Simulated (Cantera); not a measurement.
A perfectly stirred reactor is fed with CH4 : H2O = 1 : 3.4 (molar parts), at 760 Torr; it is held at 1550 K, and followed from long to short residence time.

Detailed kinetics in Cantera: GRI-Mech 3.0 (53 species, 325 reactions).

x: mole fraction; the columns are a selection and need not sum to one.

```csv
τ (s),x CH4,x H2O,x CO2,x OH,x C2H,x CH2CO
12,0.0310,0.439,0.0305,7.08e-7,1.64e-9,6.44e-6
1.9,0.0574,0.551,0.0215,9.80e-7,4.43e-9,2.21e-5
0.30,0.104,0.665,0.00615,1.32e-6,5.85e-9,3.83e-5
0.047,0.169,0.734,0.000395,1.63e-6,3.33e-9,2.67e-5
0.0075,0.212,0.765,8.49e-6,1.83e-6,5.71e-10,4.39e-6
0.0012,0.225,0.772,?,?,8.79e-12,?
0.00019,0.227,0.773,1.73e-11,?,<1e-12,1.58e-11
```

Fill in the missing entries.


- 0.0012, x CO2: 4.05e-8
- 0.0012, x OH: 1.42e-6
- 0.0012, x CH2CO: 3.19e-8
- 0.00019, x OH: 7.32e-7
